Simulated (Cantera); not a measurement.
Charge: 1 mol MgO, 1.2 mol Cl2, a varied amount of N2, equilibrated at 100000 Pa.

Method: chemical equilibrium by Gibbs-energy minimisation in Cantera with the NASA 1993 tables (ideal gas, pure condensed phases). Candidate condensed phases: Mg, MgCl2, MgO; 18 gas species. Mutual solubility and eutectic melting of coexisting phases are not modelled. Rates play no part.

Stable condensed phases, one row left out:

```
T in °C \ n(N2) in mol
         6.3   8  10  13  16  21  26  33  42  53  67
   1227    A   A   A   A   A   A   A   A   A   A   A
   1177    A   A   A   A   A   A   A   A   A   A   A
   1127    A   A   A   A   A   A   A   A   A   A   A
   1077    A   A   A   A   A   A   A   A   A   A   A
   1027    A   A   A   A   A   A   A   A   A   A   A
    977    A   A   A   A   A   A   A   A   A   A   A
    927    A   A   A   A   A   A   A   A   A   A   A
    877    B   B   A   A   A   A   A   A   A   A   A
    827    B   B   B   A   A   A   A   A   A   A   A
    727    B   B   B   B   B   B   B   B   A   A   A
```

A: MgO; B: MgCl2 + MgO.

Question: Give the row for 777 °C.

Answer: 6.3: MgCl2 + MgO; 8: MgCl2 + MgO; 10: MgCl2 + MgO; 13: MgCl2 + MgO; 16: MgCl2 + MgO; 21: MgO; 26: MgO; 33: MgO; 42: MgO; 53: MgO; 67: MgO.
